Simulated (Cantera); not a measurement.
An adiabatic, constant-volume homogeneous reactor starts with CH₄ : O₂ : N₂ = 1 : 2.2 : 8.26 (molar parts), equivalence ratio 0.91, at 1048 K and 400000 Pa. Integrator tolerance rtol = 1e-08.

Model: GRI-Mech 3.0 (53 species, 325 reactions), integrated in Cantera.

**Question.** What does this change do: N2 8.26 to 14 parts?

**Answer.** 
```tsv
quantity	before	after
time of steepest temperature rise	0.100 s	0.161 s
temperature at 0.200 s	2833 K	2490 K
equilibrium temperature	2833 K	2490 K
x(CH₄) at 0.200 s	<1e-12 (gas-phase equilibrium <1e-12)	<1e-12 (gas-phase equilibrium <1e-12)
x(O₂) at 0.200 s	0.0220 (gas-phase equilibrium 0.0220)	0.0114 (gas-phase equilibrium 0.0114)
x(O) at 0.200 s	0.00277 (gas-phase equilibrium 0.00277)	0.000480 (gas-phase equilibrium 0.000480)
x(H₂O₂) at 0.200 s	1.01e-6 (gas-phase equilibrium 1.01e-6)	2.54e-7 (gas-phase equilibrium 2.54e-7)
x(NO) at 0.200 s	0.0118 (gas-phase equilibrium 0.0118)	0.00535 (gas-phase equilibrium 0.00535)
```

**Question.** What does this change do: initial temperature 1048 to 1225 K?

**Answer.** 
```csv
quantity,before,after
time of steepest temperature rise,0.100 s,8.26 ms
temperature at 0.200 s,2833 K,2896 K
equilibrium temperature,2833 K,2896 K
x(CH₄) at 0.200 s,<1e-12 (gas-phase equilibrium <1e-12),<1e-12 (gas-phase equilibrium <1e-12)
x(O₂) at 0.200 s,0.0220 (gas-phase equilibrium 0.0220),0.0236 (gas-phase equilibrium 0.0236)
x(O) at 0.200 s,0.00277 (gas-phase equilibrium 0.00277),0.00387 (gas-phase equilibrium 0.00387)
x(H₂O₂) at 0.200 s,1.01e-6 (gas-phase equilibrium 1.01e-6),1.05e-6 (gas-phase equilibrium 1.05e-6)
x(NO) at 0.200 s,0.0118 (gas-phase equilibrium 0.0118),0.0132 (gas-phase equilibrium 0.0132)
```
